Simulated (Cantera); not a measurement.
Gas mixture: 30.5 % CH4, 18.0 % C2H4, 31.3 % H2, 20.2 % C3H8, at 1000000 Pa, frozen composition.

Cantera's kinetic-theory transport with the Lennard-Jones parameters of GRI-Mech 3.0, ideal gas; thermal conductivity in the multicomponent form. The composition is frozen, though it would react at the higher temperatures.

D: mixture-averaged diffusion coefficient of that species in the mixture.

```
T (K)  ρ (kg/m³)  cp (J/kg/K)  μ (µPa s)  λ (mW/m/K)     Pr  D (cm²/s) C2H2  D (cm²/s) O  D (cm²/s) CH3
-----  ---------  -----------  ---------  ----------  -----  --------------  -----------  -------------
400         5.86         2566       13.2        65.7  0.515      (withheld)       0.0552         0.0389
650         3.61         3443       19.5         115  0.582      (withheld)        0.128         0.0918
900         2.61         4094       24.8         167  0.609      (withheld)        0.222          0.161
1150        2.04         4582       29.5         218  0.621      (withheld)        0.335          0.243
1400        1.67         4947       33.8         267  0.626      (withheld)        0.465          0.338
1650        1.42         5230       37.7         314  0.627      (withheld)        0.611          0.445
```

Problem. Some entries are withheld; supply them.

Solution. 
- 400, D (cm²/s) C2H2: 0.0293
- 650, D (cm²/s) C2H2: 0.0703
- 900, D (cm²/s) C2H2: 0.124
- 1150, D (cm²/s) C2H2: 0.188
- 1400, D (cm²/s) C2H2: 0.263
- 1650, D (cm²/s) C2H2: 0.346
